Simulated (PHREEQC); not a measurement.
Acid mine or pickling water

A made-up water analysis in mg/kgw, 80 °C, pH 2.45, pe 9.4:

```tsv
constituent	mg/kgw
Na	139
K	56.4
Ca	19
Mg	66.5
Cl	81.2
S(6) as SO4	896
Zn	12
O(0) (dissolved oxygen)	0.378
```

Valence states are taken as typed.

Computed with PHREEQC (ion-association model, phreeqc.dat).

Precipitation was switched off in this run.

Predict the ionic strength.

ionic strength 0.0206 mol/kgw.

In which forms is Ca present?

Ca+2 75 %, CaSO4 23 %, CaHSO4+ 1.8 % of the Ca.

Away from 25 °C the constants follow the database's enthalpies or fits; those with neither stay at their 25 °C values.
